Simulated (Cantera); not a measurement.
Feed: 1 mol MgO, 18 mol F₂, 4.4 mol H₂, held at 1300 K and 15000 Pa.

Cantera equilibrium calculation (NASA polynomials, part measured and part estimated; ideal gas, pure solids and liquids). Candidate condensed phases: H₂O, Mg, MgF₂, MgO, Mg(OH)₂; 31 gas species. Rates play no part.

Base state: F 0.647, HF 0.272, F₂ 0.0659, O₂ 0.0154 (mole fractions); condensed: MgF₂(s).

Question: What changes in the equilibrium state with this change: F₂ from 18 to 0.89 mol?

Answer: 
```csv
species,before,after
H₂,<1e-9,0.768
H₂O,<1e-9,0.158
HF,0.272,0.0744
F,0.647,<1e-9
F₂,0.0659,<1e-9
O₂,0.0154,<1e-9
"MgF₂(s), mol",1.000,0.720
"MgO(s), mol",0,0.280
```
Mutual solubility and eutectic melting of coexisting phases are not modelled.

Question: What changes in the equilibrium state with this change: temperature from 1300 K to 1150 K?

Answer: 
```json
[
 {"species": "F", "before": "0.647", "after": "0.442"},
 {"species": "HF", "before": "0.272", "after": "0.313"},
 {"species": "F₂", "before": "0.0659", "after": "0.228"},
 {"species": "O₂", "before": "0.0154", "after": "0.0178"},
 {"species": "MgF₂(s), mol", "before": "1.000", "after": "1.000"}
]
```
